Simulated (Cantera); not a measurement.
# Adiabatic ignition

An adiabatic, constant-pressure homogeneous reactor starts with 14.4 % CH4, 18.0 % O2, 67.6 % N2, equivalence ratio 1.6, at 1223 K and 5.80 bar.

Detailed kinetics in Cantera: GRI-Mech 3.0 (53 species, 325 reactions).

```tsv
t (s)	T (K)	x CH4	x O2	x C2H	x CO	x CH2	x HCO
5.00e-6	1223	0.144	0.180	<1e-12	<1e-12	<1e-12	<1e-12
1.06e-5	1223	0.144	0.180	<1e-12	1.20e-12	<1e-12	<1e-12
2.25e-5	1223	0.144	0.180	<1e-12	1.23e-11	<1e-12	<1e-12
4.78e-5	1223	0.144	0.180	<1e-12	1.38e-10	<1e-12	<1e-12
0.000101	1223	0.144	0.180	<1e-12	1.87e-9	<1e-12	<1e-12
0.000215	1223	0.144	0.180	<1e-12	3.22e-8	<1e-12	4.26e-12
0.000457	1223	0.144	0.180	<1e-12	4.59e-7	<1e-12	2.42e-11
0.000971	1223	0.144	0.180	<1e-12	3.86e-6	1.04e-12	8.21e-11
0.00206	1225	0.143	0.180	<1e-12	2.75e-5	2.01e-12	2.81e-10
0.00437	1230	0.142	0.179	<1e-12	0.000249	8.41e-12	1.54e-9
0.00928	2545	4.32e-11	2.98e-5	<1e-12	0.101	2.27e-12	3.02e-7
0.0197	2544	4.35e-11	2.97e-5	<1e-12	0.101	2.28e-12	3.02e-7
0.0418	2544	4.35e-11	2.97e-5	<1e-12	0.101	2.28e-12	3.02e-7
0.0888	2544	4.35e-11	2.97e-5	<1e-12	0.101	2.28e-12	3.02e-7
0.188	2544	4.35e-11	2.97e-5	<1e-12	0.101	2.28e-12	3.02e-7
0.400	2544	4.35e-11	2.97e-5	<1e-12	0.101	2.28e-12	3.02e-7
```
x: mole fraction; the columns are a selection and need not sum to one.

```
Quantity                                                              Result
---------------------------------  -----------------------------------------
time of steepest temperature rise                                    8.25 ms
temperature at 0.400 s                                                2544 K
equilibrium temperature                                               2544 K
x(CH4) at 0.400 s                  4.35e-11 (gas-phase equilibrium 4.91e-11)
x(O2) at 0.400 s                     2.97e-5 (gas-phase equilibrium 2.97e-5)
x(C2H) at 0.400 s                      <1e-12 (gas-phase equilibrium <1e-12)
```
